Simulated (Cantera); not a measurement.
**Equilibrium for iron carbonyl, mercury and lead vapours: Pb + O2 + N2 + H2 + H2O**

Charge: 1 mol Pb, 0.6 mol O2, 91 mol N2, 0.92 mol H2, 0.0057 mol H2O, held at 8.90 mbar.

Equilibrium computed with Cantera from the NASA thermochemical tables; the gas is ideal and each condensed phase is pure. Candidate condensed phases: H2O, Pb, PbO, PbO2, Pb3O4; 27 gas species. The numbers say what is thermodynamically allowed, not how fast it happens.

From 525 K to 600 K the condensed part is Pb(s) + PbO(red). From 625 K to 750 K the condensed part is Pb(l) + PbO(red). At 775 K the condensed part is Pb(l) + PbO(yellow).

| T (K) | x N2 | x H2O | x Pb | x H2 | x PbO | n Pb(s) | n PbO(red) | n Pb(l) | n PbO(yellow) |
|---|---|---|---|---|---|---|---|---|---|
| 525 | 0.990 | 0.0101 | 2.29e-12 | 8.53e-8 | <1e-12 | 0.720 | 0.280 | 0 | 0 |
| 550 | 0.990 | 0.0101 | 1.72e-11 | 1.13e-7 | <1e-12 | 0.720 | 0.280 | 0 | 0 |
| 575 | 0.990 | 0.0101 | 1.08e-10 | 1.46e-7 | <1e-12 | 0.720 | 0.280 | 0 | 0 |
| 600 | 0.990 | 0.0101 | 5.80e-10 | 1.85e-7 | <1e-12 | 0.720 | 0.280 | 0 | 0 |
| 625 | 0.990 | 0.0101 | 2.62e-9 | 2.23e-7 | <1e-12 | 0 | 0.280 | 0.720 | 0 |
| 650 | 0.990 | 0.0101 | 1.05e-8 | 2.66e-7 | <1e-12 | 0 | 0.280 | 0.720 | 0 |
| 675 | 0.990 | 0.0101 | 3.80e-8 | 3.13e-7 | 3.08e-12 | 0 | 0.280 | 0.720 | 0 |
| 700 | 0.990 | 0.0101 | 1.25e-7 | 3.66e-7 | 1.86e-11 | 0 | 0.280 | 0.720 | 0 |
| 725 | 0.990 | 0.0101 | 3.79e-7 | 4.25e-7 | 9.91e-11 | 0 | 0.280 | 0.720 | 0 |
| 750 | 0.990 | 0.0101 | 1.07e-6 | 4.89e-7 | 4.71e-10 | 0 | 0.280 | 0.720 | 0 |
| 775 | 0.990 | 0.0101 | 2.80e-6 | 5.59e-7 | 2.02e-9 | 0 | 0 | 0.720 | 0.280 |
x: gas mole fraction; n: condensed amount in mol.
